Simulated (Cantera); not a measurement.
## Ignition delay

Mixture: CO : H2 : CH4 : O2 : N2 = 1 : 0.035 : 0.24 : 0.475 : 1.79 (molar parts), at 9.87 atm, adiabatic and at constant volume. Ignition delay is the time to a rise of 400 K.

Computed with Cantera and GRI-Mech 3.0 (53 species, 325 reactions). Below about 1000 K GRI-Mech 3.0 lacks low-temperature oxidation paths. Below about 950 K walls govern HO2 and H2O2 in real vessels.

```tsv
T0 (K)	delay (ms)
900	212
975	57.5
1050	19.1
1125	7.30
1200	3.04
1275	1.34
1350	0.614
1425	0.293
1500	0.146
1575	0.0759
```

```json
{
  "apparent activation energy between 1425 and 1575 K": "170 kJ/mol"
}
```
